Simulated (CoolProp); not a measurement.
Values from CoolProp's reference Helmholtz-energy equation of state, Lemmon 2006. It is a short technical equation, of lower accuracy than the large ones.

Task: For nitrous oxide, give the phase and the Z, cv (kJ/(kg K)), expansivity (1/kK) at 298.4 K and 218 bar.

Result: 
- 298.4 K and 218 bar: liquid; Z 0.425, cv 0.907, expansivity 4.22
